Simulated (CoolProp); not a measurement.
Vapour-liquid equilibrium of R125 (1) + ethanol (2) at 0.168 MPa; x and y are mole fractions of (1).

Model: multi-fluid Helmholtz-energy mixture model, Lemmon 2005 and Schroeder 2014; pair parameters Bell 2016, in CoolProp.

Q: Give the bubble temperature and the first vapour's composition at x = 0.15, 0.25, 0.95. Is there an azeotrope?

A: x = 0.15: -11.7 °C, y = 0.996; x = 0.25: -21.5 °C, y = 0.998; x = 0.95: -36.1 °C, y = 1.000. No azeotrope shows between x = 0.05 and 0.95.

Pair parameters are fitted to limited data, so mixtures are less certain than the pure fluids. With so large a gap from Raoult's law the liquid may split in two, which this calculation doesn't test in full.
